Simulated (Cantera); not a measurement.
Feed: 1 mol (CH3)2SiCl2, 5 mol H2, at 1.00 bar.

Cantera equilibrium calculation (NASA polynomials, part measured and part estimated; ideal gas, pure solids and liquids). Candidate condensed phases: C, C6H6, C7H8, C8H18, Si, SiC; 109 gas species. The feed counts by its element totals alone. Equilibrium is a limit: real reactors are often held back by kinetics, nucleation or transport.

Task: What share of the Si ends up in condensed phases as a function of T (°C), at 1027, 1077, 1127, 1177, 1227, 1277, 1327, 1377, 1427, 1477, 1527, 1577?

Result: 
| T (°C) | Si condensed (%) | as |
|---|---|---|
| 1027 | 89.1 | SiC(s) |
| 1077 | 92.0 | SiC(s) |
| 1127 | 94.1 | SiC(s) |
| 1177 | 95.5 | SiC(s) |
| 1227 | 96.3 | SiC(s) |
| 1277 | 96.6 | SiC(s) |
| 1327 | 96.7 | SiC(s) |
| 1377 | 96.6 | SiC(s) |
| 1427 | 96.3 | SiC(s) |
| 1477 | 96.0 | SiC(s) |
| 1527 | 95.5 | SiC(s) |
| 1577 | 95.0 | SiC(s) |
